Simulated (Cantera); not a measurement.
CH3SiCl3 + C2H2 + H2 (silicon carbide growth)

Charge: 1 mol CH3SiCl3, 0.016 mol C2H2, 460 mol H2, at 1748.15 K and 2.30 mbar.

Method: chemical equilibrium by Gibbs-energy minimisation in Cantera with the NASA 1993 tables (ideal gas, pure condensed phases). Candidate condensed phases: C, C6H6, C7H8, C8H18, Si, SiC; 109 gas species. The feed counts by its element totals alone. Rates play no part.

| Quantity | Result |
|---|---|
| x(H2) | 0.989 |
| x(HCl) | 0.00643 |
| x(H) | 0.00474 |
| x(C2H2 (acetylene)) | 4.63e-5 |
| x(Cl) | 2.38e-5 |
| x(Si) | 1.86e-5 |
| x(SiCl2) | 4.08e-6 |
| x(CH4) | 1.33e-6 |
| x(SiH) | 1.18e-6 |
| n(SiC(s)) | 0.988 mol |
| gas amount | 464.1 mol |
| log10 activity of C(graphite) (absent) | -0.19 |
| log10 activity of Si(l) (absent) | -1.53 |
